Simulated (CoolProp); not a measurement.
Vapour-liquid equilibrium of R125 (1) + R115 (2) at 0.959 MPa; x and y are mole fractions of (1).

Values from CoolProp's multi-fluid Helmholtz-energy mixture model, Lemmon 2005 and Lemmon 2016; pair parameters Bell 2016.

```tsv
x	bubble temperature, mixture model (°C)	bubble temperature, Raoult's law (°C)	y, mixture model	y, Raoult's law
0.05	24.9	26.3	0.091	0.074
0.15	21.2	24.4	0.241	0.212
0.25	18.3	22.6	0.359	0.337
0.35	16.2	20.9	0.456	0.451
0.45	14.6	19.3	0.541	0.555
0.55	13.4	17.8	0.619	0.651
0.65	12.5	16.4	0.695	0.739
0.75	11.9	15.0	0.771	0.820
0.85	11.6	13.7	0.854	0.896
0.95	11.7	12.5	0.947	0.967
```

The largest gap from Raoult's law is -4.7 K in bubble temperature, at x = 0.45. y crosses x between x = 0.85 and 0.95: the model has an azeotrope there.

The pair parameters rest on a limited set of measurements; away from them the model extrapolates.
